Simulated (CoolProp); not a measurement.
1000 sccm (0 °C, 1 atm) of nitrogen bubbles through liquid isohexane at 276.1 K and leaves saturated at a total pressure of 0.0326 MPa (ideal gas phase). Each further row changes one setting.

Values from CoolProp's reference Helmholtz-energy equation of state, Lemmon 2006. It is a short technical equation, of lower accuracy than the large ones.

| case | vapour pressure (kPa) | mole fraction of vapour | delivery (mg/min) | delivery (sccm) | change of delivery for a bath 1 K warmer (%) |
|---|---|---|---|---|---|
| as stated | 10.4 | 0.319 | 1800 | ? | 7.6 |
| bath temperature 281.1 K | 13.3 | ? | 2630 | ? | 8.5 |
| total pressure 0.0652 MPa | 10.4 | ? | 729 | ? | 6.1 |

Problem. What belongs in the gaps?

Solution. 
- as stated, delivery (sccm): 468
- bath temperature 281.1 K, mole fraction of vapour: 0.406
- bath temperature 281.1 K, delivery (sccm): 685
- total pressure 0.0652 MPa, mole fraction of vapour: 0.159
- total pressure 0.0652 MPa, delivery (sccm): 190
